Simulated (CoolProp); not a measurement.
o-xylene at several states: fugacity coefficient from the reference equation and from simpler models built on Tc = 357.1 °C, pc = 37.37 bar, ω = 0.312; each cubic takes its own stable root.

Values from CoolProp's reference Helmholtz-energy equation of state, Zhou 2012.

```csv
T (°C),p (bar),phase,reference,Redlich-Kwong,Soave-Redlich-Kwong,Peng-Robinson
185.05,0.747,gas,0.9770,0.9834,0.9814,0.9804
54.25,14,liquid,0.003169,0.01078,0.003051,0.003242
0.45,35.4,liquid,6.144e-5,0.0003299,[?],6.681e-5
300.15,19.6,liquid,0.7081,0.7701,[?],0.7180
4.25,1.36,liquid,0.001754,0.008836,0.001634,[?]
```

**Question.** What belongs in the gaps?

**Answer.** 
- 0.45, Soave-Redlich-Kwong: 5.868e-5
- 300.15, Soave-Redlich-Kwong: 0.7380
- 4.25, Peng-Robinson: 0.001887

At some of these states Redlich-Kwong gives the other phase, because its saturation line lies elsewhere.
